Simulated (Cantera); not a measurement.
# Low-pressure radical oxidation in H2/O2

An isothermal, constant-pressure homogeneous reactor starts with 0.507 % H₂, 99.5 % O₂, at 1025 K and 2670 Pa.

Computed with Cantera and the H2/O2 subset of GRI-Mech 3.0, which has no nitrogen chemistry. Radical loss at walls, strong at low pressure, is not modelled.

```json
[
 {"t (s)": "1.00e-6", "x H₂": "0.00507", "x O₂": "0.995", "x H₂O": "<1e-12", "x HO₂": "<1e-12", "x H₂O₂": "<1e-12"},
 {"t (s)": "6.47e-6", "x H₂": "0.00507", "x O₂": "0.995", "x H₂O": "<1e-12", "x HO₂": "1.24e-12", "x H₂O₂": "<1e-12"},
 {"t (s)": "4.19e-5", "x H₂": "0.00507", "x O₂": "0.995", "x H₂O": "<1e-12", "x HO₂": "8.05e-12", "x H₂O₂": "<1e-12"},
 {"t (s)": "0.000271", "x H₂": "0.00507", "x O₂": "0.995", "x H₂O": "1.03e-11", "x HO₂": "5.28e-11", "x H₂O₂": "<1e-12"},
 {"t (s)": "0.00176", "x H₂": "0.00507", "x O₂": "0.995", "x H₂O": "9.72e-10", "x HO₂": "3.65e-10", "x H₂O₂": "<1e-12"},
 {"t (s)": "0.0114", "x H₂": "0.00496", "x O₂": "0.995", "x H₂O": "8.47e-5", "x HO₂": "1.49e-6", "x H₂O₂": "1.44e-9"},
 {"t (s)": "0.0737", "x H₂": "4.89e-6", "x O₂": "0.994", "x H₂O": "0.00502", "x HO₂": "1.12e-6", "x H₂O₂": "1.87e-8"},
 {"t (s)": "0.477", "x H₂": "2.55e-7", "x O₂": "0.995", "x H₂O": "0.00507", "x HO₂": "2.27e-7", "x H₂O₂": "1.13e-8"},
 {"t (s)": "3.09", "x H₂": "8.22e-9", "x O₂": "0.995", "x H₂O": "0.00508", "x HO₂": "2.08e-8", "x H₂O₂": "2.05e-9"},
 {"t (s)": "20.0", "x H₂": "4.51e-10", "x O₂": "0.995", "x H₂O": "0.00509", "x HO₂": "1.79e-9", "x H₂O₂": "1.97e-10"}
]
```
x: mole fraction; the columns are a selection and need not sum to one.

Equilibrium at this temperature and pressure: H₂ 5.69e-12, O₂ 0.995, H₂O 0.00509, HO₂ 4.03e-10, H₂O₂ 3.19e-12 (gas phase only).
